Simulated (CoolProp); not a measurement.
The fluid at 521.9 K and 15.9 MPa is throttled through a valve to 9.35 MPa with no heat exchange. The same conditions are run with several fluids, on thermodynamics alone (safety and materials aside).

The numbers come from the reference Helmholtz-energy equation of state of each fluid (o-xylene: Zhou 2012; n-nonane: Lemmon 2006; n-decane: Lemmon 2006; tetrahydrofuran: Fiedler 2023; n-octane: Beckmüller 2019) in CoolProp.

| fluid | temperature change (K) | final density (kg/m³) |
|---|---|---|
| o-xylene | +0.9 | 682 |
| n-nonane | +0.8 | 542 |
| n-decane | +1.0 | 561 |
| tetrahydrofuran | -1.9 | 598 |
| n-octane | +0.3 | 514 |
